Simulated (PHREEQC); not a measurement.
## Leach liquor: speciation

Solution (80 °C): 17 mmol/kgw HCl and 0.43 mmol/kgw MnSO4. Closed to the air; pH follows from the charge balance.

Computed with PHREEQC (ion-association model, phreeqc.dat).

Precipitation was switched off in this run.

Question: Predict the pH.

Answer: pH 1.83.

Question: In which forms is Mn present?

Answer: Mn+2 95 %, MnCl+ 3.8 %, MnSO4 1.2 % of the Mn.

Constants without temperature data keep their 25 °C values here.
